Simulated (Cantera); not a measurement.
Equilibrium for carbon deposition, reforming and gasification: CO + O₂ + H₂

Charge: 1 mol CO, 0.056 mol O₂, 36 mol H₂, equilibrated at 1650 K and 12.0 bar.

Equilibrium computed with Cantera from the NASA thermochemical tables; the gas is ideal and each condensed phase is pure. Candidate condensed phases: C, C₆H₆, C₇H₈, C₈H₁₈, H₂O; 110 gas species. Equilibrium is a limit: real reactors are often held back by kinetics, nucleation or transport.

```
Item                                        Value
--------------------------------------  ---------
x(H₂)                                       0.969
x(CO)                                      0.0263
x(H₂O)                                    0.00378
x(CH₄)                                   0.000779
x(CO₂)                                    3.19e-5
x(H)                                      2.58e-5
gas amount                              36.94 mol
log10 activity of C(graphite) (absent)      -1.28
```
